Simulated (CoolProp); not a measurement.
A closed Brayton cycle with carbon dioxide: compressor inlet 315.15 K and 8 MPa, high pressure 27.9 MPa, turbine inlet 685 K, compressor efficiency 0.8, turbine efficiency 0.9, recuperator effectiveness 0 (on enthalpy, no pinch check). Each further row changes one setting.

Model: reference Helmholtz-energy equation of state, Span 1996, in CoolProp.

```json
[
 {"case": "as stated", "thermal efficiency (%)": "[?]", "net work (kJ/kg)": "64.9", "compressor to turbine work": "0.49", "compressor exit (K)": "412.5", "turbine exit (K)": "551.7"},
 {"case": "turbine inlet 635 K", "thermal efficiency (%)": "16.5", "net work (kJ/kg)": "52.6", "compressor to turbine work": "0.54", "compressor exit (K)": "412.5", "turbine exit (K)": "506.7"},
 {"case": "compressor inlet 325.15 K", "thermal efficiency (%)": "[?]", "net work (kJ/kg)": "53.8", "compressor to turbine work": "0.58", "compressor exit (K)": "[?]", "turbine exit (K)": "551.7"},
 {"case": "high pressure 23.7 MPa", "thermal efficiency (%)": "15.3", "net work (kJ/kg)": "60.8", "compressor to turbine work": "0.46", "compressor exit (K)": "399.2", "turbine exit (K)": "568.7"},
 {"case": "recuperator effectiveness 0.5", "thermal efficiency (%)": "21.5", "net work (kJ/kg)": "64.9", "compressor to turbine work": "0.49", "compressor exit (K)": "412.5", "turbine exit (K)": "551.7"}
]
```

Problem. Some entries are withheld; supply them.

Solution. 
- as stated, thermal efficiency (%): 17.0
- compressor inlet 325.15 K, thermal efficiency (%): 15.8
- compressor inlet 325.15 K, compressor exit (K): 435.4
